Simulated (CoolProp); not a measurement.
Aqueous propylene glycol as a coolant, 12 % by mass, freezing at -3.6 °C, 1 atm.

Values from CoolProp's Melinder's fits for secondary coolants.

```json
[
 {"T (°C)": "0.4", "conductivity (W/(m K))": "0.507", "viscosity (mPa s)": "2.95", "cp (kJ/(kg K))": "4.034", "density (kg/m³)": "1011"},
 {"T (°C)": "5.1", "conductivity (W/(m K))": "0.514", "viscosity (mPa s)": "2.47", "cp (kJ/(kg K))": "4.039", "density (kg/m³)": "1011"},
 {"T (°C)": "9.7", "conductivity (W/(m K))": "0.520", "viscosity (mPa s)": "2.11", "cp (kJ/(kg K))": "4.044", "density (kg/m³)": "1010"},
 {"T (°C)": "14.4", "conductivity (W/(m K))": "0.526", "viscosity (mPa s)": "1.81", "cp (kJ/(kg K))": "4.050", "density (kg/m³)": "1009"},
 {"T (°C)": "19", "conductivity (W/(m K))": "0.532", "viscosity (mPa s)": "1.58", "cp (kJ/(kg K))": "4.056", "density (kg/m³)": "1008"},
 {"T (°C)": "23.7", "conductivity (W/(m K))": "0.538", "viscosity (mPa s)": "1.38", "cp (kJ/(kg K))": "4.062", "density (kg/m³)": "1007"},
 {"T (°C)": "28.4", "conductivity (W/(m K))": "0.544", "viscosity (mPa s)": "1.22", "cp (kJ/(kg K))": "4.069", "density (kg/m³)": "1005"},
 {"T (°C)": "33", "conductivity (W/(m K))": "0.549", "viscosity (mPa s)": "1.09", "cp (kJ/(kg K))": "4.075", "density (kg/m³)": "1004"},
 {"T (°C)": "37.7", "conductivity (W/(m K))": "0.554", "viscosity (mPa s)": "0.982", "cp (kJ/(kg K))": "4.083", "density (kg/m³)": "1002"}
]
```
